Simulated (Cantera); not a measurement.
Input (Python, Cantera):

```python
import numpy as np
import cantera as ct

gas = ct.Solution("h2o2.yaml")
gas.TPX = 575, 120000, {'H2': 1, 'O2': 0.51, 'N2': 1.43}
flame = ct.FreeFlame(gas, width=0.035)
flame.set_refine_criteria(ratio=3, slope=0.08, curve=0.16)
flame.transport_model = "mixture-averaged"
flame.solve(loglevel=0, auto=True)
z, T = flame.grid, flame.T
thick = (T[-1] - T[0]) / np.gradient(T, z).max()
show = ['H2', 'O2', 'OH', 'H2O2', 'O', 'HO2']
print(f"laminar burning velocity  {flame.velocity[0] * 100:.3f} cm/s")
print(f"burnt temperature         {T[-1]:.1f} K")
print(f"thermal thickness         {thick * 1e3:.4f} mm")
print(f"grid points               {len(z)}")
z0 = z[flame.heat_release_rate.argmax()]
print(f"{'z/mm':>9s}{'T/K':>9s}{'u/(m/s)':>9s}" + "".join(f"{s:>11s}" for s in show))
rows = []
for k in (-3, -2, -1.5, -1, -0.5, -0.25, 0, 0.25, 0.5, 1, 2, 4, 8):
    zz = z0 + k * thick
    rows.append([k * thick, np.interp(zz, z, T), np.interp(zz, z, flame.velocity),
                 *(np.interp(zz, z, flame.X[gas.species_index(s)]) for s in show)])
    print(f"{rows[-1][0] * 1e3:9.3f}{rows[-1][1]:9.1f}{rows[-1][2]:9.3f}" + "".join(f"{x:11.3e}" for x in rows[-1][3:]))
```

It prints:

```
laminar burning velocity  876.192 cm/s
burnt temperature         2671.2 K
thermal thickness         0.3335 mm
grid points               131
     z/mm      T/K  u/(m/s)         H2         O2         OH       H2O2          O        HO2
   -1.000    575.0    8.762  3.401e-01  1.735e-01  1.679e-17  1.407e-16  5.630e-16  1.667e-13
   -0.667    575.0    8.762  3.401e-01  1.735e-01  3.905e-15  2.136e-14  1.305e-13  2.357e-11
   -0.500    575.0    8.762  3.401e-01  1.735e-01  1.577e-13  8.006e-13  5.221e-12  8.466e-10
   -0.333    575.0    8.762  3.401e-01  1.735e-01  4.384e-11  2.032e-10  9.853e-10  1.507e-07
   -0.167    585.9    8.894  3.371e-01  1.738e-01  3.382e-05  2.584e-06  5.258e-06  2.270e-04
   -0.083    810.4   11.984  3.012e-01  1.696e-01  1.111e-03  2.351e-05  4.141e-04  2.892e-04
    0.000   1308.3   18.599  1.748e-01  1.214e-01  5.763e-03  7.558e-06  7.978e-03  1.228e-04
    0.083   1649.8   23.126  7.746e-02  5.607e-02  1.544e-02  3.268e-06  1.689e-02  5.091e-05
    0.167   1812.5   25.198  6.019e-02  3.971e-02  2.047e-02  1.863e-06  1.805e-02  3.123e-05
    0.333   1989.2   27.333  5.761e-02  3.389e-02  2.431e-02  1.011e-06  1.608e-02  2.131e-05
    0.667   2175.1   29.483  5.475e-02  2.942e-02  2.675e-02  6.075e-07  1.286e-02  1.421e-05
    1.334   2356.6   31.495  4.928e-02  2.490e-02  2.729e-02  4.369e-07  9.394e-03  9.377e-06
    2.668   2513.5   33.168  4.217e-02  2.075e-02  2.591e-02  3.958e-07  6.422e-03  7.011e-06
```

Cantera simulation using the H2/O2 subset of GRI-Mech 3.0, which has no nitrogen chemistry; the numbers are that mechanism's predictions, not measurements. Burning velocities carry a grid error of a few per cent, more on coarse grids.
